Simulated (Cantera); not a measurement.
Mixture: CH3OH : O2 : N2 = 1 : 2.34 : 8.81 (molar parts), at 750 Torr, adiabatic and at constant volume. Ignition delay is the time to a rise of 400 K.

Model: GRI-Mech 3.0 (53 species, 325 reactions), integrated in Cantera. GRI-Mech 3.0 was tuned for natural gas; its chemistry of methanol as a main component is partial and can be far from experiment.

Problem. What does this change do: 0.31 parts H2O added?

Solution. 
```tsv
quantity	before	after
delay at 1025 K	0.311 s	0.292 s
delay at 1225 K	6.87 ms	6.39 ms
delay at 1425 K	0.501 ms	0.461 ms
delay at 1625 K	82.4 µs	74.6 µs
delay at 1825 K	21.9 µs	19.6 µs
apparent activation energy between 1625 and 1825 K	160 kJ/mol	160 kJ/mol
```
